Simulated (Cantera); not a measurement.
**Equilibrium for fluorocarbon and chlorocarbon gases: CH₃F + HCl**

A closed system holds: 1 mol CH₃F, 0.29 mol HCl, at 2.40 Torr.

Method: chemical equilibrium by Gibbs-energy minimisation in Cantera with the NASA 1993 tables (ideal gas, pure condensed phases). Candidate condensed phases: C, C₆H₆, C₇H₈, C₈H₁₈; 118 gas species. Kinetics and transport are ignored.

```csv
T (°C),log p HF,log p H₂,log p H,log p HCl,log p Cl,n C(graphite)
1225,-2.85,-2.85,-6.19,-3.39,-6.82,1.000
1375,-2.85,-2.86,-5.48,-3.39,-6.12,1.000
1525,-2.86,-2.86,-4.88,-3.40,-5.54,1.000
1675,-2.86,-2.86,-4.38,-3.41,-5.05,0.999
1825,-2.86,-2.88,-3.95,-3.43,-4.63,0.997
1975,-2.88,-2.91,-3.59,-3.48,-4.29,0.994
2125,-2.90,-2.98,-3.29,-3.56,-4.02,0.988
```
log p: log10 of the partial pressure in bar; n: condensed amount in mol.

From 1225 °C to 2125 °C the condensed part is C(graphite). The main C-bearing gas is C₂H₂ (acetylene) throughout.
